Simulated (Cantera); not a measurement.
Input (Python, Cantera) and output of one run.

```python
import numpy as np
import cantera as ct

gas_names = [...]  # 123 gases of nasa_gas.yaml made of C, H, O, Si
cond_names = """
    C(gr) C6H6(L) C7H8(L) C8H18(L),n-octa H2O(s) H2O(L) Si(cr) Si(L) SiC(b) SiO2(Lqz) SiO2(hqz) SiO2(L)
""".split()


# ... load() reads the species with a 1 bar reference pressure and builds the phases ...
atoms = {
    'SiO2': {'Si': 1, 'O': 2},
    'C': {'C': 1},
    'H2': {'H': 2},
    'CH4': {'C': 1, 'H': 4},
}
top_T = {'C(gr)': 4500, 'SiC(b)': 3050}  # K; cautious upper limits of use, not melting points


# ... equilibrate(T, P, feed) seeds the gas with the atoms and calls Mixture.equilibrate('TP', solver="vcs", rtol=1e-11, max_steps=5000) ...
results = []
feed = {'SiO2': 1, 'C': 2.2, 'H2': 2.3, 'CH4': 2.3}  # mol
T = 1675  # K
for P in [10, 42, 180, 750, 3200, 13000, 56000, 240000, 1000000]:
    mix = equilibrate(T, P, feed)
    results.append((T, P, feed, dict(zip(mix.species_names, mix.species_moles))))
    x = sorted(zip(gas.X, gas.species_names), reverse=True)
    print(f"T = {T:g} K  P = {P:g} Pa  gas = {mix.phase_moles(0):.4g} mol")
    print("   x: " + "  ".join(f"{s} {v:.3e}" for v, s in x if v > 0.001))
    print("   condensed (mol): " + ("  ".join(f"{mix.phase(i).name} {mix.phase_moles(i):.4g}"
          for i in range(1, mix.n_phases) if mix.phase_moles(i) > 1e-12) or "none"))
```

Output:

```
T = 1675 K  P = 10 Pa  gas = 8.946 mol
   x: H2 7.662e-01  CO 2.227e-01  H 1.016e-02
   condensed (mol): C(gr) 1.515  SiC(b) 0.9919
T = 1675 K  P = 42 Pa  gas = 8.922 mol
   x: H2 7.708e-01  CO 2.233e-01  H 4.974e-03
   condensed (mol): C(gr) 1.514  SiC(b) 0.9924
T = 1675 K  P = 180 Pa  gas = 8.911 mol
   x: H2 7.731e-01  CO 2.236e-01  H 2.406e-03
   condensed (mol): C(gr) 1.514  SiC(b) 0.9925
T = 1675 K  P = 750 Pa  gas = 8.905 mol
   x: H2 7.742e-01  CO 2.237e-01  H 1.180e-03
   condensed (mol): C(gr) 1.514  SiC(b) 0.9925
T = 1675 K  P = 3200 Pa  gas = 8.902 mol
   x: H2 7.747e-01  CO 2.238e-01
   condensed (mol): C(gr) 1.514  SiC(b) 0.9925
T = 1675 K  P = 13000 Pa  gas = 8.9 mol
   x: H2 7.749e-01  CO 2.239e-01
   condensed (mol): C(gr) 1.513  SiC(b) 0.9925
T = 1675 K  P = 56000 Pa  gas = 8.896 mol
   x: H2 7.746e-01  CO 2.239e-01
   condensed (mol): C(gr) 1.511  SiC(b) 0.9925
T = 1675 K  P = 240000 Pa  gas = 7.772 mol
   x: H2 8.831e-01  CO 1.140e-01  CH4 2.255e-03
   condensed (mol): C(gr) 3.154  SiC(b) 0.4418  SiO2(hqz) 0.5548
T = 1675 K  P = 1e+06 Pa  gas = 7.014 mol
   x: H2 9.611e-01  CO 2.736e-02  CH4 1.113e-02
   condensed (mol): C(gr) 4.133  SiC(b) 0.0961  SiO2(hqz) 0.9032
```

Cantera equilibrium calculation (NASA polynomials, part measured and part estimated; ideal gas, pure solids and liquids). Mutual solubility and eutectic melting of coexisting phases are not modelled. The tables hold silica as quartz up to 1696 K and as liquid above; real silica turns to tridymite and cristobalite and melts near 1996 K.
